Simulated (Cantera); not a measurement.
**CuO + C + H2 (carbothermic reduction)**

Input: 1 mol CuO, 0.94 mol C, 5.2 mol H2, equilibrated at 1552 °C and 1280 Torr.

Equilibrium computed with Cantera from the NASA thermochemical tables; the gas is ideal and each condensed phase is pure. Candidate condensed phases: C, C6H6, C7H8, C8H18, Cu, CuO, Cu(OH)2, Cu2O, H2O; 113 gas species. Equilibrium is a limit: real reactors are often held back by kinetics, nucleation or transport.

```yaml
x(H2): 0.837
x(CO): 0.153
x(H2O): 0.00934
x(CO2): 0.000434
x(Cu): 0.000424
x(H): 0.000309
x(CH4): 4.95e-6
n(Cu(l)): 0.997 mol
gas_amount: 6.144 mol
log10 activity of C(graphite) (absent): -2.23
```
